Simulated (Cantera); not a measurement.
An adiabatic, constant-pressure homogeneous reactor starts with CH4 : O2 : N2 = 1 : 1.43 : 4.43 (molar parts), equivalence ratio 1.4, at 1350 K and 1.48 atm. Integrator tolerance rtol = 1e-08.

Cantera simulation using GRI-Mech 3.0 (53 species, 325 reactions); the numbers are that mechanism's predictions, not measurements.

**Question.** What does this change do: pressure from 1.48 atm to 9.87 atm?

**Answer.** 
```
quantity                                                            before                                      after
---------------------------------  ---------------------------------------  -----------------------------------------
time of steepest temperature rise                                  4.62 ms                                   0.848 ms
temperature at 0.200 s                                              2767 K                                     2872 K
equilibrium temperature                                             2767 K                                     2872 K
x(CH4) at 0.200 s                    <1e-12 (gas-phase equilibrium <1e-12)  1.01e-11 (gas-phase equilibrium 1.16e-11)
x(O2) at 0.200 s                   0.00204 (gas-phase equilibrium 0.00204)  0.000791 (gas-phase equilibrium 0.000791)
x(CO) at 0.200 s                     0.0931 (gas-phase equilibrium 0.0931)      0.0928 (gas-phase equilibrium 0.0928)
x(C2H6) at 0.200 s                   <1e-12 (gas-phase equilibrium <1e-12)      <1e-12 (gas-phase equilibrium <1e-12)
x(CH2) at 0.200 s                    <1e-12 (gas-phase equilibrium <1e-12)  5.54e-12 (gas-phase equilibrium 5.95e-12)
x(H2) at 0.200 s                     0.0646 (gas-phase equilibrium 0.0646)      0.0631 (gas-phase equilibrium 0.0631)
```
